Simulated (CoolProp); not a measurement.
Vapour-liquid equilibrium of R143a (1) + isobutane (2) at 298.4 K; x and y are mole fractions of (1).

Model: multi-fluid Helmholtz-energy mixture model, Lemmon and Jacobsen 2000 and Bücker 2006; pair parameters Bell 2016, in CoolProp.

```csv
x,"bubble pressure, mixture model (MPa)","bubble pressure, Raoult's law (MPa)","y, mixture model","y, Raoult's law"
0.05,0.4864,0.3991,0.279,0.159
0.125,0.6436,0.4678,0.468,0.339
0.2,0.7620,0.5365,0.564,0.473
0.275,0.8529,0.6053,0.624,0.577
0.35,0.9250,0.6740,0.667,0.659
0.425,0.9845,0.7428,0.701,0.727
0.5,1.036,0.8115,0.732,0.782
0.575,1.082,0.8803,0.761,0.829
0.65,1.125,0.9490,0.791,0.870
0.725,1.164,1.018,0.824,0.905
0.8,1.201,1.086,0.862,0.935
0.875,1.233,1.155,0.905,0.962
0.95,1.258,1.224,0.958,0.986
```

The largest gap from Raoult's law is +42.0 % in bubble pressure, at x = 0.2. No azeotrope shows between x = 0.05 and 0.95.

The pair parameters rest on a limited set of measurements; away from them the model extrapolates.
